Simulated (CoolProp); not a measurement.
The numbers come from the reference Helmholtz-energy equation of state, Gao 2022 in CoolProp.

**Question.** For n-perfluorohexane, give the phase and the density (kg/m³), cv (kJ/(kg K)), isothermal compressibility (1/MPa), expansivity (1/kK) at 176.85 °C and 1.28 bar; 176.85 °C and 5.39 bar.

**Answer.** 
- 176.85 °C and 1.28 bar: gas; density 11.9, cv 0.984, isothermal compressibility 8.02, expansivity 2.44
- 176.85 °C and 5.39 bar: gas; density 55.1, cv 0.991, isothermal compressibility 2.12, expansivity 3.42
